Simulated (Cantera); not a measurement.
A perfectly stirred reactor is fed with H₂ : O₂ : N₂ = 1 : 0.357 : 1.34 (molar parts), at 3380 Torr; it is adiabatic with a 400 K inlet, and is followed from long to short residence time, starting on the burning branch (τ in s: 0.2, 0.095, 0.045, 0.021, 0.01, 0.0047, 0.0022, 0.0011, 0.0005, 0.00023, 0.00011, 5.2e-05, 2.5e-05).

Model: GRI-Mech 3.0 (53 species, 325 reactions), integrated in Cantera. The hydrogen kinetics of GRI-Mech 3.0 are dated; newer H2 mechanisms differ, most at raised pressure.

Question: Predict: blow-out, bracketed by the residence times tried; x(H₂) at τ = 0.200 s; x(O₂) at τ = 0.200 s; x(HO₂) at τ = 0.200 s; x(OH) at τ = 0.200 s; x(N₂O) at τ = 0.200 s; x(H₂) at τ = 2.20 ms; x(O₂) at τ = 2.20 ms; x(HO₂) at τ = 2.20 ms; x(OH) at τ = 2.20 ms; x(N₂O) at τ = 2.20 ms.

Answer: 
```json
{
 "blow_out_bracketed_by_the_residence_times_tried": "burning at 25.0 µs, the shortest tried",
 "x(H₂) at τ = 0.200 s": "0.122",
 "x(O₂) at τ = 0.200 s": "1.79e-5",
 "x(HO₂) at τ = 0.200 s": "2.14e-8",
 "x(OH) at τ = 0.200 s": "0.00106",
 "x(N₂O) at τ = 0.200 s": "1.27e-8",
 "x(H₂) at τ = 2.20 ms": "0.121",
 "x(O₂) at τ = 2.20 ms": "0.000216",
 "x(HO₂) at τ = 2.20 ms": "2.77e-7",
 "x(OH) at τ = 2.20 ms": "0.00234",
 "x(N₂O) at τ = 2.20 ms": "1.65e-8"
}
```
